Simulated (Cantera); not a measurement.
**PbO + N2 (iron carbonyl, mercury and lead vapours)**

Input: 1 mol PbO, 10 mol N2, equilibrated at 0.100 bar.

Cantera equilibrium calculation (NASA polynomials, part measured and part estimated; ideal gas, pure solids and liquids). Candidate condensed phases: Pb, PbO, PbO2, Pb3O4; 12 gas species. Gases not in the tables: (PbO)n polymers. Kinetics and transport are ignored.

From 450 K to 750 K the condensed part is PbO(red). From 850 K to 1150 K the condensed part is PbO(yellow). From 1250 K to 1450 K the condensed part is PbO(l). At 1550 K nothing is condensed.

| T (K) | x N2 | x PbO | x Pb | x O2 | x NO | n PbO(red) | n PbO(yellow) | n PbO(l) |
|---|---|---|---|---|---|---|---|---|
| 450 | 1.00 | <1e-12 | <1e-12 | <1e-12 | <1e-12 | 1.00 | 0 | 0 |
| 550 | 1.00 | <1e-12 | <1e-12 | <1e-12 | <1e-12 | 1.00 | 0 | 0 |
| 650 | 1.00 | <1e-12 | <1e-12 | <1e-12 | <1e-12 | 1.00 | 0 | 0 |
| 750 | 1.00 | 4.19e-11 | 1.29e-11 | 4.40e-12 | 4.13e-12 | 1.00 | 0 | 0 |
| 850 | 1.00 | 8.33e-9 | 1.99e-9 | 8.36e-10 | 3.20e-10 | 0 | 1.00 | 0 |
| 950 | 1.000 | 5.28e-7 | 1.07e-7 | 4.89e-8 | 9.53e-9 | 0 | 1.000 | 0 |
| 1050 | 1.000 | 1.48e-5 | 2.69e-6 | 1.27e-6 | 1.46e-7 | 0 | 1.000 | 0 |
| 1150 | 1.000 | 0.000228 | 3.82e-5 | 1.84e-5 | 1.38e-6 | 0 | 0.997 | 0 |
| 1250 | 0.998 | 0.00183 | 0.000308 | 0.000150 | 8.48e-6 | 0 | 0 | 0.979 |
| 1350 | 0.987 | 0.0104 | 0.00178 | 0.000872 | 3.91e-5 | 0 | 0 | 0.877 |
| 1450 | 0.942 | 0.0456 | 0.00801 | 0.00394 | 0.000142 | 0 | 0 | 0.431 |
| 1550 | 0.901 | 0.0729 | 0.0172 | 0.00844 | 0.000332 | 0 | 0 | 0 |
x: gas mole fraction; n: condensed amount in mol.
